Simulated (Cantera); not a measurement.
A Cantera script and what it prints.

```python
import numpy as np
import cantera as ct

gas_names = """
    NO2 N2 O O3 NO O2
""".split()
cond_names = """

""".split()


# ... load() reads the species with a 1 bar reference pressure and builds the phases ...
species = {s.name: s for s in load("nasa_gas.yaml", gas_names) + load("nasa_condensed.yaml", cond_names)}
# Each term lists the table entries of one substance; the one whose range holds T is used.
reactions = {
    '2 NO2(g) = N2(g) + 4 O(g)':
        [(-2, ['NO2']), (1, ['N2']), (4, ['O'])],
    '3 O(g) = O3(g)':
        [(-3, ['O']), (1, ['O3'])],
    '2 NO(g) = O2(g) + N2(g)':
        [(-2, ['NO']), (1, ['O2']), (1, ['N2'])],
    '3 NO(g) + O3(g) = 3 NO2(g)':
        [(-3, ['NO']), (-1, ['O3']), (3, ['NO2'])],
}


def pick(names, T):
    return next(species[n] for n in names if species[n].thermo.min_temp <= T <= species[n].thermo.max_temp)


results = []
for label, terms in reactions.items():
    print(label)
    print("     T/K   dH/kJ  dS/(J/K)   dG/kJ   log10 K")
    for T in [300, 1600, 1750, 1900, 2050, 2200, 2350, 2500, 2650, 2800, 2950]:
        used = [(nu, pick(names, T)) for nu, names in terms]
        dH = sum(nu * s.thermo.h(T) for nu, s in used) / 1e6
        dS = sum(nu * s.thermo.s(T) for nu, s in used) / 1e3
        dG = dH - T * dS / 1e3
        logK = -dG * 1e6 / (ct.gas_constant * T * np.log(10))
        results.append((label, T, dH, dS, dG, logK, [s.name for _, s in used]))
        print(f"{T:8g} {dH:8.1f} {dS:8.1f} {dG:8.1f} {logK:8.2f}")
```

Output:

```
2 NO2(g) = N2(g) + 4 O(g)
     T/K   dH/kJ  dS/(J/K)   dG/kJ   log10 K
     300    928.4    355.8    821.7  -143.06
    1600    948.2    389.7    324.7   -10.60
    1750    948.9    390.1    266.2    -7.95
    1900    949.5    390.4    207.7    -5.71
    2050    949.9    390.6    149.1    -3.80
    2200    950.2    390.8     90.5    -2.15
    2350    950.5    390.9     31.8    -0.71
    2500    950.6    391.0    -26.8     0.56
    2650    950.6    391.0    -85.4     1.68
    2800    950.6    390.9   -144.1     2.69
    2950    950.4    390.9   -202.7     3.59
3 O(g) = O3(g)
     T/K   dH/kJ  dS/(J/K)   dG/kJ   log10 K
     300   -605.8   -244.3   -532.5    92.71
    1600   -618.5   -265.5   -193.7     6.32
    1750   -618.6   -265.6   -153.9     4.59
    1900   -618.3   -265.4   -114.1     3.14
    2050   -617.4   -264.9    -74.3     1.89
    2200   -616.1   -264.3    -34.6     0.82
    2350   -614.2   -263.5      5.0    -0.11
    2500   -611.8   -262.5     44.4    -0.93
    2650   -608.9   -261.3     83.7    -1.65
    2800   -605.5   -260.1    122.8    -2.29
    2950   -601.8   -258.8    161.7    -2.86
2 NO(g) = O2(g) + N2(g)
     T/K   dH/kJ  dS/(J/K)   dG/kJ   log10 K
     300   -182.5    -24.7   -175.1    30.49
    1600   -183.0    -25.4   -142.3     4.65
    1750   -183.0    -25.4   -138.5     4.13
    1900   -183.0    -25.4   -134.7     3.70
    2050   -182.9    -25.4   -130.8     3.33
    2200   -182.8    -25.4   -127.0     3.02
    2350   -182.7    -25.3   -123.2     2.74
    2500   -182.6    -25.2   -119.4     2.50
    2650   -182.4    -25.2   -115.7     2.28
    2800   -182.1    -25.1   -111.9     2.09
    2950   -181.9    -25.0   -108.1     1.91
3 NO(g) + O3(g) = 3 NO2(g)
     T/K   dH/kJ  dS/(J/K)   dG/kJ   log10 K
     300   -313.1   -150.8   -267.8    46.63
    1600   -315.0   -158.1    -62.1     2.03
    1750   -314.9   -158.0    -38.4     1.15
    1900   -315.1   -158.1    -14.7     0.40
    2050   -315.6   -158.4      9.0    -0.23
    2200   -316.5   -158.8     32.8    -0.78
    2350   -317.9   -159.4     56.7    -1.26
    2500   -319.6   -160.1     80.6    -1.69
    2650   -321.7   -160.9    104.7    -2.06
    2800   -324.1   -161.8    128.9    -2.41
    2950   -326.8   -162.7    153.3    -2.71
```

Source: NASA polynomial tables (part measured, part estimated), evaluated in Cantera. Condensed species are held in their standard states even where they would react or evaporate.
